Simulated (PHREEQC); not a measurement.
PHREEQC input (Pitzer model, pitzer.dat):

```
SOLUTION 1
  temp 30
  units mol/kgw
  pH 7 charge
  S(6) 0.033
  K 0.133
  Cl 0.067
END
USE solution 1
INCREMENTAL_REACTIONS false
REACTION 1
  H2O -1
  0 9.886 18.011 24.689 30.178 34.689 38.397 41.444
  43.949 46.007 47.699 49.089 50.232 51.172 51.944 52.578
  53.1 53.528 53.88 54.17 54.408 54.603 54.764 54.896
  55.005 55.094 55.168 55.228 moles
EQUILIBRIUM_PHASES 1
  Arcanite 0 0
  Misenite 0 0
  Sylvite 0 0
SELECTED_OUTPUT 1
  -reset false
  -pH true
  -pe true
  -ionic_strength true
  -water true
  -activities H2O
  -totals Cl K S
  -molalities H+ K+ Cl- SO4-2 OH- HSO4-
  -equilibrium_phases Arcanite Misenite Sylvite
PRINT
  -reset false
END
```

Selected output (columns that matter, 20 of 28 rows; water left (kg) added in front):

```
water left (kg)	pH	mu	Cl	K	S	m_H+	m_K+	m_Cl-	m_SO4-2	m_OH-	la_H2O	Arcanite	Sylvite
1	7.0748	0.166	0.067	0.133	0.033	1.1962e-07	0.133	0.067	0.033	2.3184e-07	-0.0015848	0	0
0.821894	7.0878	0.20197	0.081519	0.16182	0.040151	1.1892e-07	0.16182	0.081519	0.040151	2.424e-07	-0.0019129	0	0
0.555203	7.1148	0.29899	0.12068	0.23955	0.059438	1.1739e-07	0.23955	0.12068	0.059438	2.6514e-07	-0.0027865	0	0
0.456313	7.1288	0.36379	0.14683	0.29147	0.072319	1.1649e-07	0.29147	0.14683	0.072319	2.7722e-07	-0.0033631	0	0
0.30824	7.1575	0.53854	0.21736	0.43148	0.10706	1.1412e-07	0.43148	0.21736	0.10706	3.0232e-07	-0.0049004	0	0
0.253345	7.1724	0.65523	0.26446	0.52498	0.13026	1.1247e-07	0.52498	0.26446	0.13026	3.1512e-07	-0.0059167	0	0
0.171138	7.2034	0.96998	0.3915	0.77715	0.19283	1.0747e-07	0.77715	0.3915	0.19283	3.4044e-07	-0.0086358	0	0
0.140655	7.2198	1.1802	0.47634	0.94558	0.23462	1.0365e-07	0.94558	0.47634	0.23462	3.5265e-07	-0.010444	0	0
0.115613	7.2371	1.4358	0.57952	1.1504	0.28544	9.8561e-08	1.1504	0.57952	0.28544	3.6439e-07	-0.012646	0	0
0.0780853	7.2746	2.1089	0.85804	1.6919	0.41694	8.3465e-08	1.6919	0.85804	0.41694	3.8492e-07	-0.018568	0.0004428	0
0.0641769	7.2475	2.1753	1.044	1.7982	0.37711	8.2312e-08	1.7982	1.044	0.37711	3.5859e-07	-0.020613	0.0087983	0
0.0433504	7.1811	2.4253	1.5455	2.132	0.29325	7.9651e-08	2.132	1.5455	0.29325	2.9922e-07	-0.026627	0.020287	0
0.0356396	7.1428	2.6352	1.8799	2.3834	0.25174	7.7928e-08	2.3834	1.8799	0.25174	2.6777e-07	-0.030979	0.024028	0
0.0292979	7.1021	2.9225	2.2869	2.7106	0.2119	7.5683e-08	2.7106	2.2869	0.2119	2.3627e-07	-0.036575	0.026792	0
0.0197855	7.0178	3.8056	3.3863	3.6658	0.13976	6.8681e-08	3.6658	3.3863	0.13976	1.758e-07	-0.053021	0.030235	0
0.0162724	6.9766	4.4429	4.1174	4.3344	0.10848	6.3623e-08	4.3344	4.1174	0.10848	1.4796e-07	-0.064855	0.031235	0
0.0109937	6.94	5.1857	4.938	5.1031	0.082558	5.798e-08	5.1031	4.938	0.082558	1.2383e-07	-0.078887	0.032092	0.012713
0.00902992	6.94	5.1857	4.938	5.1031	0.082558	5.798e-08	5.1031	4.938	0.082558	1.2383e-07	-0.078887	0.032255	0.02241
0.00609332	6.94	5.1857	4.938	5.1031	0.082558	5.798e-08	5.1031	4.938	0.082558	1.2383e-07	-0.078887	0.032497	0.036911
0.00501236	6.94	5.1857	4.938	5.1031	0.082558	5.798e-08	5.1031	4.938	0.082558	1.2383e-07	-0.078887	0.032586	0.042249
```
